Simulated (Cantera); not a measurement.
Low-pressure radical oxidation in H2/O2

An isothermal, constant-pressure homogeneous reactor starts with H2 : O2 : H2O = 0.046 : 1 : 0.0059 (molar parts), equivalence ratio 0.023, at 1273 K and 0.00424 atm.

Detailed kinetics in Cantera: GRI-Mech 3.0 (53 species, 325 reactions). Radical loss at walls, strong at low pressure, is not modelled. The temperature is held fixed by assumption; the heat of reaction is taken as removed at once.

| t (s) | x H2 | x O2 | x H2O2 | x H | x H2O | x OH |
|---|---|---|---|---|---|---|
| 0.000100 | 0.0437 | 0.951 | <1e-12 | 3.13e-9 | 0.00561 | 1.56e-9 |
| 0.000316 | 0.0437 | 0.951 | 4.75e-12 | 8.21e-9 | 0.00561 | 1.00e-8 |
| 0.00100 | 0.0437 | 0.951 | 4.68e-11 | 5.72e-8 | 0.00561 | 1.01e-7 |
| 0.00316 | 0.0437 | 0.951 | 4.62e-10 | 1.36e-5 | 0.00566 | 2.53e-5 |
| 0.0100 | 0.000957 | 0.915 | 2.86e-8 | 0.00632 | 0.0431 | 0.00436 |
| 0.0316 | 0.000722 | 0.916 | 2.48e-8 | 0.00561 | 0.0439 | 0.00396 |
| 0.100 | 0.000642 | 0.920 | 2.48e-8 | 0.00462 | 0.0447 | 0.00374 |
| 0.316 | 0.000449 | 0.929 | 2.43e-8 | 0.00261 | 0.0465 | 0.00314 |
| 1.00 | 0.000179 | 0.942 | 2.04e-8 | 0.000633 | 0.0487 | 0.00200 |
x: mole fraction; the columns are a selection and need not sum to one.

Equilibrium at this temperature and pressure: H2 4.23e-8, O2 0.950, H2O2 1.43e-10, H 2.25e-9, H2O 0.0504, OH 3.09e-5 (gas phase only).
